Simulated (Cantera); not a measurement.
Input: 1 mol SiHCl₃, 0.45 mol C₃H₈, 640 mol H₂, equilibrated at 0.00790 bar.

These are equilibrium values from Cantera (NASA tables, ideal gas, pure condensed phases), not measurements of a reactor. Candidate condensed phases: C, C₆H₆, C₇H₈, C₈H₁₈, Si, SiC; 109 gas species. Gases not in the tables: Si₂H₆ and higher silanes. Rates play no part.

**Question.** Which condensed phases are stable at each of these points (T (°C)): 1325, 1375, 1425, 1475, 1525, 1575, 1625, 1675, 1725, 1775, 1825?

**Answer.** 
```json
[
 {"T (°C)": "1325", "condensed phases": "C(graphite) + SiC(s)", "Si condensed (%)": "99.9"},
 {"T (°C)": "1375", "condensed phases": "C(graphite) + SiC(s)", "Si condensed (%)": "99.9"},
 {"T (°C)": "1425", "condensed phases": "C(graphite) + SiC(s)", "Si condensed (%)": "99.8"},
 {"T (°C)": "1475", "condensed phases": "C(graphite) + SiC(s)", "Si condensed (%)": "99.6"},
 {"T (°C)": "1525", "condensed phases": "C(graphite) + SiC(s)", "Si condensed (%)": "99.1"},
 {"T (°C)": "1575", "condensed phases": "C(graphite) + SiC(s)", "Si condensed (%)": "98.0"},
 {"T (°C)": "1625", "condensed phases": "SiC(s)", "Si condensed (%)": "95.0"},
 {"T (°C)": "1675", "condensed phases": "SiC(s)", "Si condensed (%)": "87.6"},
 {"T (°C)": "1725", "condensed phases": "SiC(s)", "Si condensed (%)": "71.7"},
 {"T (°C)": "1775", "condensed phases": "SiC(s)", "Si condensed (%)": "41.0"},
 {"T (°C)": "1825", "condensed phases": "gas only", "Si condensed (%)": "0.0"}
]
```

From 1325 °C to 1575 °C the condensed part is C(graphite) + SiC(s). From 1625 °C to 1775 °C the condensed part is SiC(s). At 1825 °C nothing is condensed.
